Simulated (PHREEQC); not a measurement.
PHREEQC input (ion-association model, wateq4f.dat):

```
SOLUTION 1
  temp 25
  units mol/kgw
  pH 7 charge
  F 0.305
  Cs 0.015
  Si 2.4e-06
  S(6) 0.019
SOLUTION 2
  temp 25
  units mol/kgw
  pH 7 charge
  Cl 0.22
  Cd 0.11
END
SELECTED_OUTPUT 1
  -reset false
  -pH true
  -pe true
  -ionic_strength true
  -water true
  -totals Cd Cl Cs F S Si S(-2) S(6)
  -molalities H+ Cd+2 Cl- Cs+ F- SO4-2 H4SiO4 H3SiO4- H2SiO4-2 HSO4-
    H2S HS- S-2 O2 OH- SiF6-2 HF HF2- CdCl+ CdCl2
    CdCl3- CdF+ CdF2 CdOH+ Cd(OH)2 Cd(OH)3- Cd(OH)4-2 Cd2OH+3 CdOHCl CdSO4
    CdHS+ Cd(HS)2 Cd(HS)3- Cd(HS)4-2 Cd(SO4)2-2 H2F2
  -equilibrium_phases Cd(OH)2 CdOHCl Chalcedony CdF2
PRINT
  -reset false
MIX 1
  1 1
  2 0
EQUILIBRIUM_PHASES 1
  Cd(OH)2 0 0
  CdOHCl 0 0
  Chalcedony 0 0
  CdF2 0 0
  O2(g) -0.68 10
END
# ... the last block is repeated for the other 10 points of share of solution B
```

Selected output (columns that matter, 10 of 11 rows; share of solution B added in front):

```
share of solution B	pH	mu	Cd	Cl	Cs	F	S	Si	m_H+	m_Cd+2	m_Cl-	m_Cs+	m_SO4-2	m_HSO4-
0	1.6964	0.047508	0	0	0.015	0.305	0.019	2.4e-06	0.02351	0	0	0.015	0.0089957	0.010004
0.1	1.7058	0.063044	0.011	0.022	0.0135	0.2745	0.0171	2.16e-06	0.023317	0.0049815	0.018043	0.0135	0.0073494	0.007523
0.2	1.7297	0.07581	0.022	0.044	0.012	0.244	0.0152	1.92e-06	0.022267	0.0082134	0.032246	0.012	0.0064209	0.0059649
0.3	1.7612	0.086734	0.033	0.066	0.0105	0.2135	0.0133	1.68e-06	0.020848	0.010648	0.044671	0.0105	0.0056562	0.0047349
0.4	1.7997	0.096326	0.044	0.088	0.009	0.183	0.0114	1.44e-06	0.01918	0.012618	0.055964	0.009	0.0049376	0.0036886
0.6	1.9044	0.11249	0.066	0.132	0.006	0.122	0.0076	9.6e-07	0.015186	0.01572	0.076207	0.006	0.0034869	0.0019699
0.7	1.9796	0.11929	0.077	0.154	0.0045	0.0915	0.0057	7.2e-07	0.01281	0.016997	0.085425	0.0045	0.0027173	0.0012723
0.8	2.0856	0.12522	0.088	0.176	0.003	0.061	0.0038	4.8e-07	0.010059	0.018145	0.094131	0.003	0.0018979	0.00068762
0.9	2.267	0.13004	0.099	0.198	0.0015	0.0305	0.0019	2.4e-07	0.0066378	0.019192	0.10234	0.0015	0.0010084	0.00023832
1	5.3674	0.13114	0.11	0.22	0	0	0	0	5.2702e-06	0.020141	0.10976	0	0	0
```

Complexes and solids missing from the database can't appear. wateq4f.dat counts part of the HF as a dimer, H2F2, which phreeqc.dat doesn't know; its constant is uncertain. SiF6-2 is the database's only silicon fluoride.
